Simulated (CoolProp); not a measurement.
Vapour-liquid equilibrium of R125 (1) + R227EA (2) at -17.55 °C; x and y are mole fractions of (1).

The numbers come from the multi-fluid Helmholtz-energy mixture model, Lemmon 2005 and Lemmon 2016; pair parameters Bell 2016 in CoolProp.

```json
[
 {"x": "0.05", "bubble pressure (bar)": "1.091", "y at the bubble point": "0.157", "dew pressure at overall composition x (bar)": "0.9992", "liquid density (mol/L)": "___"},
 {"x": "0.125", "bubble pressure (bar)": "1.287", "y at the bubble point": "0.336", "dew pressure at overall composition x (bar)": "___", "liquid density (mol/L)": "9.374"},
 {"x": "0.2", "bubble pressure (bar)": "1.487", "y at the bubble point": "0.469", "dew pressure at overall composition x (bar)": "1.132", "liquid density (mol/L)": "9.540"},
 {"x": "0.275", "bubble pressure (bar)": "1.688", "y at the bubble point": "0.572", "dew pressure at overall composition x (bar)": "1.213", "liquid density (mol/L)": "9.711"},
 {"x": "0.35", "bubble pressure (bar)": "1.891", "y at the bubble point": "0.654", "dew pressure at overall composition x (bar)": "1.306", "liquid density (mol/L)": "9.886"},
 {"x": "0.425", "bubble pressure (bar)": "2.095", "y at the bubble point": "0.721", "dew pressure at overall composition x (bar)": "1.415", "liquid density (mol/L)": "10.07"},
 {"x": "0.5", "bubble pressure (bar)": "2.299", "y at the bubble point": "0.776", "dew pressure at overall composition x (bar)": "1.542", "liquid density (mol/L)": "10.25"},
 {"x": "0.575", "bubble pressure (bar)": "2.504", "y at the bubble point": "0.823", "dew pressure at overall composition x (bar)": "1.695", "liquid density (mol/L)": "___"},
 {"x": "0.65", "bubble pressure (bar)": "2.710", "y at the bubble point": "0.864", "dew pressure at overall composition x (bar)": "1.880", "liquid density (mol/L)": "10.64"},
 {"x": "0.725", "bubble pressure (bar)": "2.917", "y at the bubble point": "___", "dew pressure at overall composition x (bar)": "2.110", "liquid density (mol/L)": "___"},
 {"x": "0.8", "bubble pressure (bar)": "3.126", "y at the bubble point": "0.930", "dew pressure at overall composition x (bar)": "2.400", "liquid density (mol/L)": "11.05"},
 {"x": "0.875", "bubble pressure (bar)": "3.336", "y at the bubble point": "0.958", "dew pressure at overall composition x (bar)": "2.775", "liquid density (mol/L)": "11.26"},
 {"x": "0.95", "bubble pressure (bar)": "3.549", "y at the bubble point": "0.984", "dew pressure at overall composition x (bar)": "___", "liquid density (mol/L)": "11.48"}
]
```

**Question.** Complete the blanks.

**Answer.** 
- 0.05, liquid density (mol/L): 9.213
- 0.125, dew pressure at overall composition x (bar): 1.062
- 0.575, liquid density (mol/L): 10.44
- 0.725, y at the bubble point: 0.899
- 0.725, liquid density (mol/L): 10.84
- 0.95, dew pressure at overall composition x (bar): 3.271

No azeotrope shows between x = 0.05 and 0.95.

Pair parameters are fitted to limited data, so mixtures are less certain than the pure fluids.
